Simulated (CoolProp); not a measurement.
Model: reference Helmholtz-energy equation of state, Lemmon 2006, in CoolProp. It is a short technical equation, of lower accuracy than the large ones.

Task: Give the vapour pressure (MPa), vapour density (kg/m³), enthalpy of vaporisation (kJ/kg), liquid cp (kJ/(kg K)) of saturated isopentane at 329, 338.1, 383.4 K.

Result: 
| T (K) | p (MPa) | vapour density (kg/m³) | enthalpy of vaporisation (kJ/kg) | liquid cp (kJ/(kg K)) |
|---|---|---|---|---|
| 329 | 0.243 | 6.98 | 320 | 2.45 |
| 338.1 | 0.312 | 8.87 | 312 | 2.50 |
| 383.4 | 0.895 | 25.4 | 262 | 2.84 |
